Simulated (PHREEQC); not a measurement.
1 kg of water holding 0.44 mol/kgw KCl, 0.014 mol/kgw NaCl and 0.2 mol/kgw MgBr2 is evaporated at 25 °C; the solids stay in contact with the brine. No CO2 enters from the air. Solids allowed: Bischofite, Brucite, Carnallite, Halite, Sylvite, MgCl2_4H2O. Others were left out.

Model: Pitzer model, pitzer.dat, run in PHREEQC.

| water left (kg) | ionic strength | water activity | Sylvite (mol) | Br in solution (mol/kgw) | Mg in solution (mol/kgw) | Na in solution (mol/kgw) |
|---|---|---|---|---|---|---|
| 1 | 1.05 | 0.975 | 0 | 0.400 | 0.200 | 0.0140 |
| 0.8219 | 1.28 | 0.970 | 0 | 0.487 | 0.243 | 0.0170 |
| 0.6755 | ? | ? | 0 | 0.592 | 0.296 | 0.0207 |
| 0.5552 | 1.90 | ? | 0 | 0.720 | 0.360 | 0.0252 |
| 0.4563 | 2.31 | 0.943 | 0 | 0.877 | 0.438 | 0.0307 |
| 0.375 | ? | 0.928 | 0 | 1.07 | 0.533 | 0.0373 |
| 0.3082 | 3.42 | 0.910 | 0 | 1.30 | 0.649 | 0.0454 |
| 0.2533 | ? | 0.886 | 0 | 1.58 | 0.789 | 0.0553 |
| 0.2082 | 5.06 | 0.854 | 0 | 1.92 | 0.961 | 0.0672 |
| 0.1711 | 6.16 | 0.814 | 0 | 2.34 | 1.17 | 0.0818 |
| 0.1407 | ? | 0.761 | 0 | 2.84 | 1.42 | 0.0995 |
| 0.1156 | 8.62 | 0.714 | 0.0571 | 3.46 | 1.73 | 0.121 |

Q: Some entries are withheld; supply them.

A: 
- 0.6755, ionic strength: 1.56
- 0.6755, water activity: 0.963
- 0.5552, water activity: 0.954
- 0.375, ionic strength: 2.81
- 0.2533, ionic strength: 4.16
- 0.1407, ionic strength: 7.49
